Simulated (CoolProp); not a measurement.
Vapour-liquid equilibrium of benzene (1) + n-decane (2) at 0.268 MPa; x and y are mole fractions of (1).

Model: multi-fluid Helmholtz-energy mixture model, Thol 2012 and Lemmon 2006; pair parameters Bell 2016, in CoolProp.

```csv
x,"bubble temperature, mixture model (K)","bubble temperature, Raoult's law (K)","y, mixture model","y, Raoult's law"
0.05,478.9,476.6,0.225,0.283
0.15,458.8,455.8,0.545,0.602
0.25,442.3,440.5,0.728,0.762
0.35,429.5,428.7,0.830,0.850
0.45,419.5,419.3,0.889,0.904
0.55,411.6,411.6,0.927,0.938
0.65,405.2,405.1,0.952,0.961
0.75,399.7,399.6,0.970,0.977
0.85,394.9,394.7,0.984,0.988
0.95,390.5,390.5,0.995,0.997
```

The largest gap from Raoult's law is +3.0 K in bubble temperature, at x = 0.15. No azeotrope shows between x = 0.05 and 0.95.

Pair parameters are fitted to limited data, so mixtures are less certain than the pure fluids.
